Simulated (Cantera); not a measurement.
Standard-state values (1 bar) from the NASA 1993 polynomials, evaluated with Cantera. Values are per mole of reaction as written; species without (g) are pure solids or liquids, kept so even where they would boil at 1 bar.

Question: Between 300 and 1300 K, where is each reaction favourable under standard conditions?
- 3 Cr₂O₃ + 3 NO₂(g) → 3 Cr₂N + 5 O₃(g)

Answer: 
- 3 Cr₂O₃ + 3 NO₂(g) → 3 Cr₂N + 5 O₃(g): ΔG° is 3506 kJ at 300 K and 3095 kJ at 1300 K; it stays positive (K < 1). ΔH° is 3632 kJ and ΔS° 413 J/K at 1300 K.
